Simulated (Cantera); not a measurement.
A freely propagating, adiabatic, planar premixed flame of H2 : O2 : N2 = 1 : 0.312 : 1.28 (molar parts), equivalence ratio 1.6, unburnt at 475 K and 1.01 bar; mixture-averaged transport, grid criteria slope 0.08 and curve 0.16, no radiation.

Model: the H2/O2 subset of GRI-Mech 3.0, which has no nitrogen chemistry, integrated in Cantera. Burning velocities carry a grid error of a few per cent, more on coarse grids.

x: mole fraction of selected species; z is measured from the peak of heat release.

```csv
z (mm),T (K),u (m/s),x H2,x O2,x OH,x H2O2,x HO2,x O
-1.22,475,5.77,0.386,0.120,<1e-8,<1e-8,<1e-8,<1e-8
-0.810,475,5.77,0.386,0.120,<1e-8,<1e-8,<1e-8,<1e-8
-0.608,475,5.77,0.386,0.120,<1e-8,<1e-8,<1e-8,<1e-8
-0.405,475,5.77,0.386,0.120,<1e-8,<1e-8,?,<1e-8
-0.203,494,5.97,0.382,0.121,4.88e-5,6.52e-6,0.000235,5.96e-6
-0.101,757,8.90,0.346,0.114,0.000861,3.06e-5,0.000205,0.000265
0,1190,13.6,0.249,0.0779,0.00235,3.43e-6,7.73e-5,0.00338
0.101,1483,16.7,0.158,0.0249,0.00532,1.75e-6,2.31e-5,0.00524
0.203,1615,18.1,0.133,0.00730,0.00655,1.13e-6,6.49e-6,0.00405
0.405,1741,19.4,0.132,0.00271,0.00737,6.79e-7,2.28e-6,0.00306
0.810,1869,20.6,0.139,0.00177,0.00749,3.67e-7,1.41e-6,0.00220
1.62,1990,21.8,0.146,?,?,?,?,?
3.24,2093,22.7,0.151,0.000526,0.00547,9.74e-8,4.42e-7,0.000695
```

Problem. Some entries are withheld; supply them.

Solution. 
- -0.405, x HO2: 2.21e-7
- 1.62, x O2: 0.00105
- 1.62, x OH: 0.00680
- 1.62, x H2O2: 1.90e-7
- 1.62, x HO2: 8.28e-7
- 1.62, x O: 0.00135
